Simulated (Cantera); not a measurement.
A Cantera script and what it prints.

```python
import numpy as np
import cantera as ct

gas_names = """
    N NO NO2 NO3 N2 N2O O O2 O3 Zr ZrN ZrO ZrO2
""".split()
cond_names = """
    Zr(a) Zr(b) Zr(L) ZrN(s) ZrN(L) ZrO2(a) ZrO2(b) ZrO2(L)
""".split()


def load(file, names, dense=False):
    # The tables refer to 1 bar. Condensed volumes are neglected.
    table = {s.name: s for s in ct.Species.list_from_file(file)}
    out = []
    for n in names:
        d = dict(table[n].input_data)
        d["thermo"] = dict(d["thermo"], **{"reference-pressure": 1e5})
        if dense:
            d["equation-of-state"] = {"model": "constant-volume", "density": "1e6 g/cm^3"}
        out.append(ct.Species.from_dict(d))
    return out


gas = ct.Solution(thermo="ideal-gas", species=load("nasa_gas.yaml", gas_names))
cond = {s.name: ct.Solution(thermo="fixed-stoichiometry", species=[s], name=s.name)
        for s in load("nasa_condensed.yaml", cond_names, dense=True)}
atoms = {
    'Zr': {'Zr': 1},
    'N2O': {'N': 2, 'O': 1},
    'O2': {'O': 2},
}
top_T = {}  # K; cautious upper limits of use, not melting points


def equilibrate(T, P, feed):
    n = {}
    for name, mol in feed.items():
        for a, k in atoms[name].items():
            n[a] = n.get(a, 0.0) + k * mol
    gas.TPX = T, P, n
    mass = sum(n.values()) * gas.mean_molecular_weight
    gas.equilibrate("TP")
    valid = [c for c in cond.values() if c.min_temp <= T <= top_T.get(c.name, c.max_temp)]
    mix = ct.Mixture([(gas, mass / gas.mean_molecular_weight)] + [(c, 0.0) for c in valid])
    mix.T, mix.P = T, P
    mix.equilibrate("TP", solver="vcs", rtol=1e-11, max_steps=5000)
    return mix


results = []
feed = {'Zr': 1, 'N2O': 5.3, 'O2': 0.22}  # mol
P = 13332.2  # Pa
for T in [750, 900, 1050, 1200, 1350, 1500, 1650, 1800, 1950, 2100, 2250]:
    mix = equilibrate(T, P, feed)
    results.append((T, P, feed, dict(zip(mix.species_names, mix.species_moles))))
    x = sorted(zip(gas.X, gas.species_names), reverse=True)
    print(f"T = {T:g} K  P = {P:g} Pa  gas = {mix.phase_moles(0):.4g} mol")
    print("   x: " + "  ".join(f"{s} {v:.3e}" for v, s in x if v > 0.001))
    print("   condensed (mol): " + ("  ".join(f"{mix.phase(i).name} {mix.phase_moles(i):.4g}"
          for i in range(1, mix.n_phases) if mix.phase_moles(i) > 1e-12) or "none"))
```

It prints:

```
T = 750 K  P = 13332.2 Pa  gas = 7.17 mol
   x: N2 7.392e-01  O2 2.608e-01
   condensed (mol): ZrO2(a) 1
T = 900 K  P = 13332.2 Pa  gas = 7.17 mol
   x: N2 7.392e-01  O2 2.608e-01
   condensed (mol): ZrO2(a) 1
T = 1050 K  P = 13332.2 Pa  gas = 7.17 mol
   x: N2 7.392e-01  O2 2.608e-01
   condensed (mol): ZrO2(a) 1
T = 1200 K  P = 13332.2 Pa  gas = 7.17 mol
   x: N2 7.391e-01  O2 2.607e-01
   condensed (mol): ZrO2(a) 1
T = 1350 K  P = 13332.2 Pa  gas = 7.17 mol
   x: N2 7.389e-01  O2 2.605e-01
   condensed (mol): ZrO2(a) 1
T = 1500 K  P = 13332.2 Pa  gas = 7.17 mol
   x: N2 7.385e-01  O2 2.601e-01  NO 1.318e-03
   condensed (mol): ZrO2(b) 1
T = 1650 K  P = 13332.2 Pa  gas = 7.17 mol
   x: N2 7.379e-01  O2 2.595e-01  NO 2.565e-03
   condensed (mol): ZrO2(b) 1
T = 1800 K  P = 13332.2 Pa  gas = 7.171 mol
   x: N2 7.369e-01  O2 2.585e-01  NO 4.459e-03
   condensed (mol): ZrO2(b) 1
T = 1950 K  P = 13332.2 Pa  gas = 7.172 mol
   x: N2 7.354e-01  O2 2.569e-01  NO 7.107e-03
   condensed (mol): ZrO2(b) 1
T = 2100 K  P = 13332.2 Pa  gas = 7.177 mol
   x: N2 7.332e-01  O2 2.543e-01  NO 1.056e-02  O 1.920e-03
   condensed (mol): ZrO2(b) 1
T = 2250 K  P = 13332.2 Pa  gas = 7.188 mol
   x: N2 7.299e-01  O2 2.502e-01  NO 1.482e-02  O 5.054e-03
   condensed (mol): ZrO2(b) 1
```

Cantera equilibrium calculation (NASA polynomials, part measured and part estimated; ideal gas, pure solids and liquids).
